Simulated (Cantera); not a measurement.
What does this Cantera script print?

```python
import numpy as np
import cantera as ct

gas = ct.Solution("gri30.yaml")


def delay(T, t_max=10):
    gas.TPX = T, 77000, {'CO': 1, 'H2': 0.056, 'O2': 1.29, 'N2': 4.84}
    reactor = ct.IdealGasReactor(gas, clone=False)
    net = ct.ReactorNet([reactor])
    net.rtol, net.atol = 1e-8, 1e-16
    while net.time < t_max:
        t_old, T_old = net.time, reactor.T
        net.step()
        if reactor.T > T + 400:  # ignition: a rise of 400 K
            return t_old + (T + 400 - T_old) / (reactor.T - T_old) * (net.time - t_old)
    return np.nan


taus = []
for T in [1025, 1125, 1225, 1325, 1425, 1525, 1625, 1725, 1825, 1925]:
    taus.append(delay(T))
    print(f"T0 = {T:6g} K   tau = {taus[-1]:.4e} s")
```

Output:

```
T0 =   1025 K   tau = 9.6571e-04 s
T0 =   1125 K   tau = 4.4947e-04 s
T0 =   1225 K   tau = 3.0892e-04 s
T0 =   1325 K   tau = 2.5179e-04 s
T0 =   1425 K   tau = 2.2718e-04 s
T0 =   1525 K   tau = 2.2070e-04 s
T0 =   1625 K   tau = 2.2741e-04 s
T0 =   1725 K   tau = 2.4495e-04 s
T0 =   1825 K   tau = 2.7163e-04 s
T0 =   1925 K   tau = 3.0626e-04 s
```

Cantera simulation using GRI-Mech 3.0 (53 species, 325 reactions); the numbers are that mechanism's predictions, not measurements. Where the delays flatten at high temperature, the 400 K rule measures the pace of heat release, not the induction time.
